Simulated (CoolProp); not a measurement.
Vapour-liquid equilibrium of carbon dioxide (1) + R124 (2) at 268.8 K; x and y are mole fractions of (1).

Model: multi-fluid Helmholtz-energy mixture model, Span 1996 and de Vries 1995; pair parameters Bell 2016, in CoolProp.

| x | bubble pressure, mixture model (bar) | bubble pressure, Raoult's law (bar) | y, mixture model | y, Raoult's law |
|---|---|---|---|---|
| 0.05 | 2.694 | 2.861 | 0.493 | 0.542 |
| 0.125 | 4.577 | 5.083 | 0.709 | 0.763 |
| 0.2 | 6.396 | 7.304 | 0.799 | 0.849 |
| 0.275 | 8.199 | 9.526 | 0.849 | 0.895 |
| 0.35 | 10.03 | 11.75 | 0.883 | 0.924 |
| 0.425 | 11.92 | 13.97 | 0.907 | 0.943 |
| 0.5 | 13.90 | 16.19 | 0.926 | 0.957 |
| 0.575 | 15.99 | 18.41 | 0.942 | 0.968 |
| 0.65 | 18.23 | 20.64 | 0.955 | 0.977 |
| 0.725 | 20.63 | 22.86 | 0.966 | 0.983 |
| 0.8 | 23.21 | 25.08 | 0.977 | 0.989 |
| 0.875 | 25.97 | 27.30 | 0.986 | 0.994 |
| 0.95 | 28.93 | 29.52 | 0.995 | 0.998 |

The largest gap from Raoult's law is -14.7 % in bubble pressure, at x = 0.425. No azeotrope shows between x = 0.05 and 0.95.

Pair parameters are fitted to limited data, so mixtures are less certain than the pure fluids.
